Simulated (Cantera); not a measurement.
# Thermodynamics of abatement and gas-phase synthesis, feed N2O + H2O + N2

Feed: 1 mol N2O, 1.1 mol H2O, 17 mol N2, held at 0.000170 bar.

Cantera equilibrium calculation (NASA polynomials, part measured and part estimated; ideal gas, pure solids and liquids). Candidate condensed phases: H2O; 24 gas species. The numbers say what is thermodynamically allowed, not how fast it happens.

From 2350 K to 2900 K nothing is condensed.

```tsv
T (K)	log p N2	log p H	log p O	log p O2	log p OH	log p H2
2350	-3.85	-4.89	-5.01	-5.66	-5.92	-5.97
2400	-3.85	-4.85	-4.95	-5.78	-6.03	-6.10
2450	-3.86	-4.82	-4.91	-5.92	-6.16	-6.25
2500	-3.86	-4.81	-4.87	-6.07	-6.30	-6.41
2550	-3.86	-4.80	-4.85	-6.24	-6.45	-6.58
2600	-3.86	-4.79	-4.84	-6.41	-6.60	-6.75
2650	-3.86	-4.78	-4.83	-6.58	-6.76	-6.91
2700	-3.86	-4.78	-4.82	-6.75	-6.91	-7.07
2750	-3.86	-4.78	-4.81	-6.92	-7.06	-7.23
2800	-3.86	-4.78	-4.81	-7.09	-7.21	-7.38
2850	-3.86	-4.78	-4.81	-7.25	-7.36	-7.53
2900	-3.86	-4.78	-4.80	-7.41	-7.50	-7.67
```
log p: log10 of the partial pressure in bar; nothing condenses.
